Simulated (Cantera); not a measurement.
**Thermodynamics of silicon etching in halogen gases, feed Si + SF₆ + N₂ + NF₃**

Charge: 1 mol Si, 3 mol SF₆, 0.12 mol N₂, 3.5 mol NF₃, at 15000 Pa.

Cantera equilibrium calculation (NASA polynomials, part measured and part estimated; ideal gas, pure solids and liquids). Candidate condensed phases: S, Si, Si₃N₄; 29 gas species. Rates play no part.

| T (°C) | x SF₆ | x F₂ | x F | x N₂ | x SiF₄ | x NF₃ |
|---|---|---|---|---|---|---|
| 527 | 0.367 | 0.211 | 0.00986 | 0.168 | 0.122 | 0.121 |
| 552 | 0.355 | 0.247 | 0.0155 | 0.178 | 0.118 | 0.0867 |
| 577 | 0.345 | 0.273 | 0.0231 | 0.185 | 0.115 | 0.0590 |
| 602 | 0.336 | 0.290 | 0.0332 | 0.190 | 0.112 | 0.0386 |
| 627 | 0.329 | 0.297 | 0.0460 | 0.193 | 0.110 | 0.0246 |
| 652 | 0.324 | 0.297 | 0.0619 | 0.194 | 0.108 | 0.0154 |
| 677 | 0.319 | 0.290 | 0.0811 | 0.194 | 0.106 | 0.00955 |
| 702 | 0.314 | 0.279 | 0.104 | 0.193 | 0.105 | 0.00590 |
| 727 | 0.309 | 0.264 | 0.130 | 0.191 | 0.103 | 0.00362 |
| 752 | 0.303 | 0.245 | 0.160 | 0.188 | 0.101 | 0.00221 |
| 777 | 0.298 | 0.224 | 0.192 | 0.185 | 0.0992 | 0.00134 |
| 802 | 0.292 | 0.201 | 0.227 | 0.182 | 0.0973 | 0.000799 |
| 827 | 0.286 | 0.177 | 0.263 | 0.178 | 0.0953 | 0.000472 |
x: gas mole fraction; nothing condenses.

From 527 °C to 827 °C nothing is condensed. The main Si-bearing gas is SiF₄ throughout.
